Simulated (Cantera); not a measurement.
## Thermodynamics of silicon nitride deposition, feed SiH2Cl2 + N2

A closed system holds: 1 mol SiH2Cl2, 11 mol N2, equilibrated at 1475 K.

Method: chemical equilibrium by Gibbs-energy minimisation in Cantera with the NASA 1993 tables (ideal gas, pure condensed phases). Candidate condensed phases: NH4Cl, Si, Si3N4; 28 gas species. N2 is the only nitrogen source here; it is nearly inert below about 1500 K, so the nitride shown seldom forms there in practice. The tables' values for SiCl3, SiCl are old estimates; treat these amounts as uncertain. Equilibrium is a limit: real reactors are often held back by kinetics, nucleation or transport.

| P (Pa) | log p N2 | log p HCl | log p H2 | log p SiCl2 | log p SiCl4 | log p SiCl3 | log p H | n Si3N4(s) |
|---|---|---|---|---|---|---|---|---|
| 5 | -4.37 | -5.73 | -5.53 | -5.53 | -9.99 | -8.03 | -7.65 | 0.0808 |
| 15 | -3.90 | -5.13 | -5.10 | -5.10 | -8.80 | -7.22 | -7.43 | 0.106 |
| 45 | -3.42 | -4.55 | -4.67 | -4.68 | -7.65 | -6.43 | -7.22 | 0.134 |
| 140 | -2.93 | -3.97 | -4.24 | -4.28 | -6.51 | -5.66 | -7.01 | 0.166 |
| 410 | -2.46 | -3.44 | -3.84 | -3.92 | -5.48 | -4.97 | -6.81 | 0.196 |
| 1200 | -1.99 | -2.93 | -3.44 | -3.61 | -4.56 | -4.35 | -6.61 | 0.224 |
| 3700 | -1.50 | -2.41 | -2.98 | -3.36 | -3.73 | -3.82 | -6.38 | 0.247 |
| 11000 | -1.03 | -1.93 | -2.52 | -3.19 | -3.06 | -3.39 | -6.15 | 0.260 |
| 33000 | -0.55 | -1.46 | -2.03 | -3.05 | -2.46 | -3.02 | -5.90 | 0.266 |
| 100000 | -0.07 | -0.99 | -1.53 | -2.93 | -1.90 | -2.68 | -5.65 | 0.267 |
log p: log10 of the partial pressure in bar; n: condensed amount in mol.

From 5.00e-5 bar to 1.00 bar the condensed part is Si3N4(s). The main Si-bearing gas is SiCl2 at 5.00e-5 bar and SiCl4 at 1.00 bar. The share of Si in condensed phases is highest at 1.00 bar (80.2 %) and lowest at 5.00e-5 bar (24.3 %).
